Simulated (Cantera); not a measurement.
A freely propagating, adiabatic, planar premixed flame of CH4 : H2 : O2 : N2 = 1 : 0.18 : 1.9 : 9.12 (molar parts), unburnt at 500 K and 0.460 bar; mixture-averaged transport, grid criteria slope 0.08 and curve 0.16, no radiation.

Computed with Cantera and GRI-Mech 3.0 (53 species, 325 reactions). Burning velocities carry a grid error of a few per cent, more on coarse grids.

Q: Predict: laminar burning velocity; thermal thickness; peak x(CH3); peak x(HCO).

A: 
```
Quantity                     Result
------------------------  ---------
laminar burning velocity  84.2 cm/s
thermal thickness          0.829 mm
peak x(CH3)                 0.00238
peak x(HCO)                 4.98e-5
```
